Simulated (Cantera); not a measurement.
A closed system holds: 1 mol SiCl4, 1.4 mol O2, 5 mol N2, at 1248.15 K and 3.60 mbar.

These are equilibrium values from Cantera (NASA tables, ideal gas, pure condensed phases), not measurements of a reactor. Candidate condensed phases: Si, SiO2, Si2N2O, Si3N4; 23 gas species. The tables hold silica as quartz up to 1696 K and as liquid above; real silica turns to tridymite and cristobalite and melts near 1996 K. Kinetics and transport are ignored.

Base state: N2 0.655, Cl2 0.231, Cl 0.0614, O2 0.0523, NO 0.000127, ClO 3.03e-5 (mole fractions); condensed: SiO2(β-quartz).

Problem. What changes in the equilibrium state with this change: SiCl4 replaced by HMDSO?

Solution. 
| species | before | after |
|---|---|---|
| H2 | 0 | 0.570 |
| N2 | 0.655 | 0.253 |
| CO | 0 | 0.177 |
| Cl2 | 0.231 | 0 |
| Cl | 0.0614 | 0 |
| O2 | 0.0523 | <1e-9 |
| NO | 0.000127 | <1e-9 |
| HCN | 0 | 4.72e-5 |
| SiO2(β-quartz), mol | 1.00 | 0 |
| C(graphite), mol | 0 | 3.20 |
| Si2N2O(s), mol | 0 | 1.000 |
The feed counts by its element totals alone. N2 is the only nitrogen source here; it is nearly inert below about 1500 K, so the nitride shown seldom forms there in practice. Further candidate phases: C, C6H6, C7H8, C8H18, H2O, SiC.
